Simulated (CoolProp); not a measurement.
Vapour-liquid equilibrium of isobutene (1) + ethanol (2) at 327.6 K; x and y are mole fractions of (1).

The numbers come from the multi-fluid Helmholtz-energy mixture model, Lemmon 2005 and Schroeder 2014; pair parameters Bell 2016 in CoolProp.

| x | bubble pressure, mixture model (bar) | bubble pressure, Raoult's law (bar) | y, mixture model | y, Raoult's law |
|---|---|---|---|---|
| 0.05 | ? | 0.6859 | 0.781 | 0.497 |
| 0.2 | 4.526 | 1.655 | ? | 0.825 |
| 0.35 | ? | 2.625 | ? | 0.910 |
| 0.5 | 5.886 | 3.594 | 0.945 | 0.950 |
| 0.65 | ? | 4.563 | 0.945 | 0.972 |
| 0.8 | ? | 5.532 | 0.952 | 0.987 |
| 0.95 | ? | 6.502 | ? | 0.997 |

Problem. Fill in the missing entries.

Solution. 
- 0.05, bubble pressure, mixture model (bar): 1.637
- 0.2, y, mixture model: 0.924
- 0.35, bubble pressure, mixture model (bar): 5.704
- 0.35, y, mixture model: 0.942
- 0.65, bubble pressure, mixture model (bar): 5.883
- 0.8, bubble pressure, mixture model (bar): 6.089
- 0.95, bubble pressure, mixture model (bar): 6.600
- 0.95, y, mixture model: 0.981

The largest gap from Raoult's law is +173.5 % in bubble pressure, at x = 0.2. No azeotrope shows between x = 0.05 and 0.95.

The pair parameters rest on a limited set of measurements; away from them the model extrapolates. With so large a gap from Raoult's law the liquid may split in two, which this calculation doesn't test in full.
